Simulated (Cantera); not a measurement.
A closed system holds: 1 mol CH3Cl, 0.019 mol Si, at 0.000280 bar.

Equilibrium computed with Cantera from the NASA thermochemical tables; the gas is ideal and each condensed phase is pure. Candidate condensed phases: C, C6H6, C7H8, C8H18, Si, SiC; 123 gas species. Ions and electrons are included (thermal ionisation). The tables' values for SiCl, SiCl3 are old estimates; treat these amounts as uncertain. Rates play no part.

Task: At 2000 K, list the 5 most abundant gas species with their mole fractions, and the condensed phases.

Result: H2 0.467, HCl 0.413, H 0.0664, Cl 0.0437, SiCl2 0.00720. Condensed: C(graphite).
